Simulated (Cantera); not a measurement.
A perfectly stirred reactor is fed with CO : H₂ : O₂ : N₂ = 1 : 0.57 : 1.96 : 7.38 (molar parts), equivalence ratio 0.40, at 500000 Pa; it is adiabatic with a 498 K inlet, and is followed from long to short residence time, starting on the burning branch (τ in s: 0.33, 0.13, 0.054, 0.022, 0.0088, 0.0036, 0.0015, 0.00059, 0.00024, 9.7e-05, 3.9e-05, 1.6e-05).

Detailed kinetics in Cantera: GRI-Mech 3.0 (53 species, 325 reactions). The hydrogen kinetics of GRI-Mech 3.0 are dated; newer H2 mechanisms differ, most at raised pressure.

Task: What does this change do: inlet temperature 498 to 623 K?

Result: 
| quantity | before | after |
|---|---|---|
| blow-out, bracketed by the residence times tried | burning at 0.240 ms, out at 97.0 µs | burning at 97.0 µs, out at 39.0 µs |
| x(CO) at τ = 0.330 s | 0.000113 | 9.71e-5 |
| x(H₂) at τ = 0.330 s | 7.84e-6 | 8.06e-6 |
| x(O₂) at τ = 0.330 s | 0.116 | 0.116 |
| x(OH) at τ = 0.330 s | 0.000219 | 0.000323 |
| x(NO) at τ = 0.330 s | 1.11e-5 | 3.43e-5 |
| x(CO) at τ = 1.50 ms | 0.00469 | 0.00376 |
| x(H₂) at τ = 1.50 ms | 0.000282 | 0.000244 |
| x(O₂) at τ = 1.50 ms | 0.118 | 0.117 |
| x(OH) at τ = 1.50 ms | 0.00101 | 0.00141 |
| x(NO) at τ = 1.50 ms | 7.53e-6 | 1.48e-5 |

Task: What does this change do: 0.41 parts CO2 added?

Result: 
```tsv
quantity	before	after
blow-out, bracketed by the residence times tried	burning at 0.240 ms, out at 97.0 µs	burning at 0.590 ms, out at 0.240 ms
x(CO) at τ = 0.330 s	0.000113	0.000137
x(H₂) at τ = 0.330 s	7.84e-6	8.42e-6
x(O₂) at τ = 0.330 s	0.116	0.112
x(OH) at τ = 0.330 s	0.000219	0.000172
x(NO) at τ = 0.330 s	1.11e-5	6.71e-6
x(CO) at τ = 1.50 ms	0.00469	0.00588
x(H₂) at τ = 1.50 ms	0.000282	0.000329
x(O₂) at τ = 1.50 ms	0.118	0.114
x(OH) at τ = 1.50 ms	0.00101	0.000761
x(NO) at τ = 1.50 ms	7.53e-6	4.34e-6
```

Task: What does this change do: pressure from 500000 Pa to 100000 Pa?

Result: 
| quantity | before | after |
|---|---|---|
| blow-out, bracketed by the residence times tried | burning at 0.240 ms, out at 97.0 µs | burning at 0.590 ms, out at 0.240 ms |
| x(CO) at τ = 0.330 s | 0.000113 | 0.000318 |
| x(H₂) at τ = 0.330 s | 7.84e-6 | 3.41e-5 |
| x(O₂) at τ = 0.330 s | 0.116 | 0.116 |
| x(OH) at τ = 0.330 s | 0.000219 | 0.000618 |
| x(NO) at τ = 0.330 s | 1.11e-5 | 1.95e-5 |
| x(CO) at τ = 1.50 ms | 0.00469 | 0.0109 |
| x(H₂) at τ = 1.50 ms | 0.000282 | 0.00100 |
| x(O₂) at τ = 1.50 ms | 0.118 | 0.119 |
| x(OH) at τ = 1.50 ms | 0.00101 | 0.00251 |
| x(NO) at τ = 1.50 ms | 7.53e-6 | 7.87e-6 |
